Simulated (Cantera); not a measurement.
Input: 1 mol Si₂H₆, 0.65 mol Cl₂, 150 mol H₂, 2.1 mol HCl, equilibrated at 1.00 bar.

Equilibrium computed with Cantera from the NASA thermochemical tables; the gas is ideal and each condensed phase is pure. Candidate condensed phases: Si; 19 gas species. The feed counts by its element totals alone. The tables' values for SiCl₃ are old estimates; treat these amounts as uncertain. Gases not in the tables: Si₂H₆ and higher silanes. Equilibrium is a limit: real reactors are often held back by kinetics, nucleation or transport.

x: gas mole fraction; n: condensed amount in mol.

```
T (K)   x H₂    x HCl  x SiHCl₃   x SiCl₄   x SiCl₂  x SiH₂Cl₂  n Si(s)  n Si(l)
-----  -----  -------  --------  --------  --------  ---------  -------  -------
850    0.993  0.00104       [?]   0.00228   1.30e-6   0.000500     1.01        0
950    0.991  0.00292       [?]   0.00206   1.32e-5   0.000508     1.09        0
1050   0.989  0.00641       [?]   0.00161   7.77e-5   0.000470     1.25        0
1150   0.985   0.0113       [?]  0.000945  0.000284   0.000374     1.46        0
1250   0.982   0.0158       [?]  0.000353  0.000640   0.000235     1.66        0
1350   0.980   0.0182       [?]   8.53e-5  0.000948   0.000119     1.76        0
1450   0.980   0.0189       [?]   1.82e-5   0.00113    5.60e-5     1.79        0
1550   0.980   0.0191       [?]   4.26e-6   0.00124    2.77e-5     1.79        0
1650   0.979   0.0190       [?]   1.16e-6   0.00132    1.47e-5     1.78        0
1750   0.979   0.0192       [?]   3.38e-7   0.00125    7.61e-6        0     1.80
```

### Question
Complete the blanks.

### Answer

- 850, x SiHCl₃: 0.00360
- 950, x SiHCl₃: 0.00321
- 1050, x SiHCl₃: 0.00257
- 1150, x SiHCl₃: 0.00168
- 1250, x SiHCl₃: 0.000782
- 1350, x SiHCl₃: 0.000263
- 1450, x SiHCl₃: 8.11e-5
- 1550, x SiHCl₃: 2.69e-5
- 1650, x SiHCl₃: 9.98e-6
- 1750, x SiHCl₃: 3.80e-6
